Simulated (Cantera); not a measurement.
A closed system holds: 1 mol Cr, 0.36 mol N2O, 9.5 mol H2, at 2.60 mbar.

Method: chemical equilibrium by Gibbs-energy minimisation in Cantera with the NASA 1993 tables (ideal gas, pure condensed phases). Candidate condensed phases: Cr, CrN, Cr2N, Cr2O3, H2O; 29 gas species. Mutual solubility and eutectic melting of coexisting phases are not modelled. Kinetics and transport are ignored.

### Question
Which condensed phases are stable at each of these points (T (°C)): 1227, 1377, 1527, 1677, 1827, 1977, 2127?

### Answer
```
T (°C)  condensed phases  Cr condensed (%)
------  ----------------  ----------------
1227    Cr(s) + Cr2O3(s)              99.8
1377    Cr(s) + Cr2O3(s)              96.5
1527    Cr(s) + Cr2O3(s)              63.3
1677            Cr2O3(s)               7.5
1827            gas only               0.0
1977            gas only               0.0
2127            gas only               0.0
```

From 1227 °C to 1527 °C the condensed part is Cr(s) + Cr2O3(s). At 1677 °C the condensed part is Cr2O3(s). From 1827 °C to 2127 °C nothing is condensed.
